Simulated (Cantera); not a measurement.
Feed: 1 mol C₃H₈, 0.46 mol H₂O, held at 2648.15 K and 0.260 bar.

Equilibrium computed with Cantera from the NASA thermochemical tables; the gas is ideal and each condensed phase is pure. Candidate condensed phases: C, C₆H₆, C₇H₈, C₈H₁₈, H₂O; 110 gas species. The numbers say what is thermodynamically allowed, not how fast it happens.

What is the equilibrium state?


```json
{
 "x(H₂)": "0.812",
 "x(CO)": "0.0896",
 "x(H)": "0.0822",
 "x(C₂H₂ (acetylene))": "0.0158",
 "x(C₂H)": "0.000155",
 "x(C₄H₂)": "0.000128",
 "x(CH₃)": "3.61e-5",
 "x(CH₄)": "2.05e-5",
 "x(C₂H₂ (vinylidene))": "1.98e-5",
 "n(C(graphite))": "2.37 mol",
 "gas_amount": "5.131 mol"
}
```
